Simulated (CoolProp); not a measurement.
Properties of carbon dioxide along the isobar 101 kPa.

Values from CoolProp's reference Helmholtz-energy equation of state, Span 1996.

| T (°C) | phase | density (kg/m³) | cp (kJ/(kg K)) | viscosity (µPa s) | Prandtl number | fugacity coefficient |
|---|---|---|---|---|---|---|
| 4.75 | gas | 1.936 | 0.8314 | 13.9 | 0.768 | 0.9937 |
| 14.15 | gas | 1.871 | 0.8404 | 14.4 | 0.765 | 0.9943 |
| 23.65 | gas | 1.810 | 0.8495 | 14.8 | 0.763 | 0.9949 |
| 33.05 | gas | 1.754 | 0.8585 | 15.3 | 0.761 | 0.9954 |
| 42.45 | gas | 1.701 | 0.8674 | 15.7 | 0.760 | 0.9959 |
| 51.85 | gas | 1.651 | 0.8762 | 16.2 | 0.758 | 0.9962 |
| 61.25 | gas | 1.604 | 0.8849 | 16.6 | 0.757 | 0.9966 |
| 70.65 | gas | 1.560 | 0.8935 | 17.1 | 0.755 | 0.9969 |
| 80.15 | gas | 1.517 | 0.9020 | 17.5 | 0.754 | 0.9972 |
| 89.55 | gas | 1.478 | 0.9103 | 17.9 | 0.753 | 0.9974 |
| 98.95 | gas | 1.440 | 0.9184 | 18.4 | 0.751 | 0.9976 |
| 108.35 | gas | 1.404 | 0.9264 | 18.8 | 0.750 | 0.9978 |
| 117.75 | gas | 1.370 | 0.9343 | 19.2 | 0.749 | 0.9980 |
| 127.25 | gas | 1.338 | 0.9421 | 19.7 | 0.748 | 0.9982 |
| 136.65 | gas | 1.307 | 0.9496 | 20.1 | 0.747 | 0.9983 |
| 146.05 | gas | 1.277 | 0.9571 | 20.5 | 0.746 | 0.9985 |

Viscosity comes from a separate model (Laesecke 2017). Thermal conductivity comes from a separate model (Huber 2016).
